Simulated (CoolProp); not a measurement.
Properties of dodecamethylcyclohexasiloxane (D6) along the isobar 101 kPa (Tc = 645.8 K, pc = 961.4 kPa, ω = 0.736).

Model: reference Helmholtz-energy equation of state, Colonna 2008, in CoolProp. It is a short technical equation, of lower accuracy than the large ones.

```
T (K)  phase       Z  cv (kJ/(kg K))  speed of sound (m/s)  Joule-Thomson coefficient (K/MPa)  expansivity (1/kK)
-----  -----  ------  --------------  --------------------  ---------------------------------  ------------------
525.5    gas  0.9086           1.779                 90.42                              17.22               2.573
532.2    gas  0.9125           1.791                 91.41                              16.49               2.506
539      gas  0.9163           1.803                 92.40                              15.82               2.443
545.7    gas  0.9198           1.815                 93.34                              15.20               2.385
552.5    gas  0.9232           1.827                 94.28                              14.62               2.330
559.2    gas  0.9263           1.839                 95.18                              14.09               2.278
566      gas  0.9293           1.851                 96.08                              13.58               2.229
572.7    gas  0.9321           1.862                 96.94                              13.11               2.184
579.5    gas  0.9348           1.874                 97.81                              12.66               2.140
586.2    gas  0.9374           1.885                 98.64                              12.25               2.098
593      gas  0.9398           1.896                 99.47                              11.85               2.059
599.7    gas  0.9421           1.907                 100.3                              11.48               2.021
606.5    gas  0.9443           1.918                 101.1                              11.12               1.985
613.2    gas  0.9464           1.929                 101.9                              10.78               1.951
620      gas  0.9484           1.940                 102.6                              10.46               1.917
```
